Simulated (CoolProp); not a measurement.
Vapour pressure (kPa) of R142b: the reference equation beside estimates from Tc = 137.1 °C, pc = 4055 kPa, ω = 0.232.

Computed with CoolProp (reference Helmholtz-energy equation of state, Lemmon 2006). It is a short technical equation, of lower accuracy than the large ones.

| T (°C) | reference | Lee-Kesler | van der Waals |
|---|---|---|---|
| -70.55 | 3.369 | 3.241 | 103.5 |
| -59.95 | 7.158 | 6.906 | 145.7 |
| -49.45 | 13.91 | 13.48 | 198.2 |
| -38.85 | 25.34 | 24.71 | 263.3 |
| -28.25 | 43.46 | 42.63 | 342.0 |
| -17.75 | 70.45 | 69.50 | 434.4 |
| -7.15 | 109.7 | 108.8 | 543.4 |
| 3.35 | 163.7 | 163.1 | 668.0 |
| 13.95 | 237.0 | 237.0 | 811.6 |
| 24.55 | 333.1 | 333.9 | 974.1 |
| 35.05 | 454.9 | 456.8 | 1154 |
| 45.65 | 609.1 | 612.1 | 1357 |
| 56.15 | 797.2 | 801.2 | 1578 |
| 66.75 | 1028 | 1032 | 1824 |
| 77.25 | 1301 | 1306 | 2090 |

Absolute difference from the reference over all 15 rows, mean and median: Lee-Kesler 1.3 and 0.5 %, van der Waals 668.4 and 308.1 %.
